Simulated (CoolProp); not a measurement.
o-xylene along the isobar 0.709 MPa: Z from the reference equation and from simpler models built on Tc = 630.3 K, pc = 3.737 MPa, ω = 0.312; each cubic takes its own stable root.

Values from CoolProp's reference Helmholtz-energy equation of state, Zhou 2012.

```
T (K)   phase  reference
-----  ------  ---------
308.8  liquid    0.03380
338.4  liquid    0.03176
368    liquid    0.03014
397.7  liquid    0.02884
427.3  liquid    0.02785
457    liquid    0.02712
486.6  liquid    0.02669
516.2     gas     0.8369
545.9     gas     0.8724
```

Question: How far does each simpler model (van der Waals, Soave-Redlich-Kwong, Peng-Robinson) lie from the reference over these 9 states: mean and median of the absolute difference, and the worst?

Answer: 
- van der Waals: mean 741.2 %, median 72.6 %, worst +3212.5 % at 486.6 K and 0.709 MPa
- Soave-Redlich-Kwong: mean 10.9 %, median 13.0 %, worst +14.5 % at 486.6 K and 0.709 MPa
- Peng-Robinson: mean 0.7 %, median 0.6 %, worst +1.8 % at 516.2 K and 0.709 MPa

At some of these states van der Waals gives the other phase, because its saturation line lies elsewhere.
